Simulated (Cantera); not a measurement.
An isothermal, constant-pressure homogeneous reactor starts with CH4 : CO2 : H2 = 1 : 1.1 : 1.1 (molar parts), at 1525 K and 100.0 Torr.

Computed with Cantera and GRI-Mech 3.0 (53 species, 325 reactions).

Task: Predict: x(CH4) at 6.00 s; x(CO2) at 6.00 s; x(H2) at 6.00 s; x(CH2) at 6.00 s; x(CH2CO) at 6.00 s.

Result: 
```
Property                                               Value
------------------  ----------------------------------------
x(CH4) at 6.00 s      0.0378 (gas-phase equilibrium 2.92e-7)
x(CO2) at 6.00 s      0.0463 (gas-phase equilibrium 0.00392)
x(H2) at 6.00 s          0.389 (gas-phase equilibrium 0.581)
x(CH2) at 6.00 s      1.18e-8 (gas-phase equilibrium <1e-12)
x(CH2CO) at 6.00 s  2.39e-5 (gas-phase equilibrium 4.60e-12)
```
